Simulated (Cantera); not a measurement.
Feed: 1 mol Si₃N₄, 0.019 mol N₂O, 320 mol N₂, 0.73 mol CO₂, equilibrated at 0.0260 bar.

Cantera equilibrium calculation (NASA polynomials, part measured and part estimated; ideal gas, pure solids and liquids). Candidate condensed phases: C, Si, SiC, SiO₂, Si₂N₂O, Si₃N₄; 34 gas species. Mutual solubility and eutectic melting of coexisting phases are not modelled. Equilibrium is a limit: real reactors are often held back by kinetics, nucleation or transport.

log p: log10 of the partial pressure in bar; n: condensed amount in mol.

```
T (K)  log p N₂  log p SiO  log p CO  log p Si  log p SiN  log p Si₂N  log p Si₂C  n C(graphite)  n Si₂N₂O(s)  n Si₃N₄(s)  n SiC(s)
-----  --------  ---------  --------  --------  ---------  ----------  ----------  -------------  -----------  ----------  --------
1125      -1.59       <-13     -8.39      <-13       <-13        <-13        <-13          0.730         1.48      0.0140         0
1225      -1.59          …         …      <-13       <-13        <-13        <-13          0.729         1.48      0.0146         0
1325      -1.59      -9.64     -6.09    -12.98     -13.30        <-13        <-13          0.720         1.47      0.0207         0
1425      -1.59          …         …         …     -11.61        <-13        <-13              …         1.40           …         0
1525      -1.59      -6.62     -4.73     -9.43     -10.16      -11.68      -12.17              0         1.25           0     0.502
1625      -1.59      -5.43     -4.48     -7.96      -8.86       -9.79      -10.38              0         1.02       0.197     0.319
1725      -1.59      -4.36     -4.23     -6.68      -7.72       -8.16       -8.87              0        0.212       0.679         0
1825      -1.59      -4.04     -4.56     -5.54      -6.72       -6.72       -7.45              0            0       0.477     0.388
```

### Question
Complete the blanks.

### Answer

- 1425, log p SiO: -8.04
- 1425, log p CO: -5.18
- 1425, log p Si: -11.07
- 1425, n C(graphite): 0.648
- 1425, n Si₃N₄(s): 0.0685
- 1225, log p SiO: -11.51
- 1225, log p CO: -7.14
